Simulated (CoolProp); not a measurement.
The numbers come from the reference Helmholtz-energy equation of state, Thol 2019 in CoolProp.

Question: For tetradecamethylhexasiloxane (MD4M), give the phase and the speed of sound (m/s), isothermal compressibility (1/MPa) at 326.8 K and 752 kPa.

Answer: 
- 326.8 K and 752 kPa: liquid; speed of sound 870, isothermal compressibility 0.00180
